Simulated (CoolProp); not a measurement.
Vapour-liquid equilibrium of ethylene (1) + propane (2) at 0.0423 MPa; x and y are mole fractions of (1).

Computed with CoolProp (multi-fluid Helmholtz-energy mixture model, Smukala 2000 and Lemmon 2009; pair parameters Bell 2016).

| x | bubble temperature, mixture model (°C) | bubble temperature, Raoult's law (°C) | y, mixture model | y, Raoult's law |
|---|---|---|---|---|
| 0.05 | -74.2 | -73.0 | 0.570 | 0.542 |
| 0.15 | -90.1 | -87.7 | 0.868 | 0.846 |
| 0.25 | -98.4 | -96.0 | 0.939 | 0.928 |
| 0.35 | -103.6 | -101.4 | 0.966 | 0.961 |
| 0.45 | -107.2 | -105.4 | 0.979 | 0.977 |
| 0.55 | -109.8 | -108.5 | 0.986 | 0.986 |
| 0.65 | -111.9 | -111.1 | 0.991 | 0.991 |
| 0.75 | -113.6 | -113.2 | 0.994 | 0.995 |
| 0.85 | -115.1 | -115.0 | 0.997 | 0.998 |
| 0.95 | -116.6 | -116.6 | 0.999 | 0.999 |

The largest gap from Raoult's law is -2.4 K in bubble temperature, at x = 0.25. No azeotrope shows between x = 0.05 and 0.95.

The pair parameters rest on a limited set of measurements; away from them the model extrapolates.
